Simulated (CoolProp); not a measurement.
Saturated liquid density (kg/m³) of methanol: the reference equation beside estimates from Tc = 513.4 K, pc = 8216 kPa, ω = 0.565. Rackett uses Z = 0.29056 − 0.08775 ω.

Values from CoolProp's reference Helmholtz-energy equation of state, de Reuck 1993.

```csv
T (K),reference,Rackett,van der Waals,Redlich-Kwong,Soave-Redlich-Kwong
235.2,845.7,845.0,413.5,615.4,643.2
250.1,831.4,829.4,407.2,605.1,635.4
265,817.3,813.5,400.6,594.3,627.1
279.9,803.3,797.1,393.8,582.9,618.1
294.8,789.4,780.4,386.7,570.8,608.4
309.7,775.4,763.2,379.3,558.2,597.8
324.6,761.1,745.5,371.6,544.8,586.5
339.5,746.5,727.3,363.5,530.6,574.1
354.4,731.3,708.3,355.0,515.6,560.6
369.3,715.3,688.6,346.0,499.6,545.8
384.1,698.3,668.1,336.5,482.7,529.8
399,679.9,646.4,326.4,464.4,511.9
413.9,659.8,623.4,315.5,444.8,492.0
```

Absolute difference from the reference over all 13 rows, mean and median: Rackett 2.3 and 2.0 %, van der Waals 51.4 and 51.2 %, Redlich-Kwong 29.0 and 28.4 %, Soave-Redlich-Kwong 23.6 and 23.3 %.
